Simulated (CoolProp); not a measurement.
Vapour-liquid equilibrium of R125 (1) + R143a (2) at 208.6 K; x and y are mole fractions of (1).

Model: multi-fluid Helmholtz-energy mixture model, Lemmon 2005 and Lemmon and Jacobsen 2000; pair parameters Lemmon 2004, in CoolProp.

```json
[
 {"x": "0.05", "bubble pressure (MPa)": "0.04086", "y at the bubble point": "0.043", "dew pressure at overall composition x (MPa)": "0.04080", "liquid density (mol/L)": "14.36"},
 {"x": "0.15", "bubble pressure (MPa)": "0.04025", "y at the bubble point": "0.134", "dew pressure at overall composition x (MPa)": "0.04017", "liquid density (mol/L)": "14.22"},
 {"x": "0.25", "bubble pressure (MPa)": "0.03979", "y at the bubble point": "0.234", "dew pressure at overall composition x (MPa)": "0.03974", "liquid density (mol/L)": "14.09"},
 {"x": "0.35", "bubble pressure (MPa)": "0.03950", "y at the bubble point": "0.339", "dew pressure at overall composition x (MPa)": "0.03948", "liquid density (mol/L)": "13.95"},
 {"x": "0.45", "bubble pressure (MPa)": "0.03938", "y at the bubble point": "0.448", "dew pressure at overall composition x (MPa)": "0.03938", "liquid density (mol/L)": "13.82"},
 {"x": "0.55", "bubble pressure (MPa)": "0.03944", "y at the bubble point": "0.559", "dew pressure at overall composition x (MPa)": "0.03943", "liquid density (mol/L)": "13.69"},
 {"x": "0.65", "bubble pressure (MPa)": "0.03969", "y at the bubble point": "0.667", "dew pressure at overall composition x (MPa)": "0.03964", "liquid density (mol/L)": "13.55"},
 {"x": "0.75", "bubble pressure (MPa)": "0.04011", "y at the bubble point": "0.772", "dew pressure at overall composition x (MPa)": "0.04001", "liquid density (mol/L)": "13.42"},
 {"x": "0.85", "bubble pressure (MPa)": "0.04070", "y at the bubble point": "0.869", "dew pressure at overall composition x (MPa)": "0.04057", "liquid density (mol/L)": "13.29"},
 {"x": "0.95", "bubble pressure (MPa)": "0.04144", "y at the bubble point": "0.959", "dew pressure at overall composition x (MPa)": "0.04136", "liquid density (mol/L)": "13.16"}
]
```

y crosses x between x = 0.45 and 0.55: the model has an azeotrope there.

The pair parameters rest on a limited set of measurements; away from them the model extrapolates.
